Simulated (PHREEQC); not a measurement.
Solution (25 °C and 10 atm): 0.0093 mol/kgw TMAH and 0.00081 mol/kgw H4SiO4. Closed to the air; pH follows from the charge balance.

Model: ion-association model, phreeqc.dat, run in PHREEQC.

| quantity | before | after |
|---|---|---|
| pH | 11.87 | 10.91 |
| H2SiO4-2 (mol/kgw) | 5.15e-5 | 4.59e-7 |
| SI of Quartz (SiO2) | -1.23 | -1.24 |

### Question
Name the change that produced these shifts.
A) diluted 10-fold with water
B) H4SiO4 from 0.00081 to 0.00121 mol/kgw
C) diluted 5-fold with water
D) temperature from 25 to 65 °C

### Answer
A, diluted 10-fold with water

This is a speciation only: nothing precipitates in the calculation. (CH3)4N+ isn't in the database: it is added as a free cation with an ion size of 4 Å.
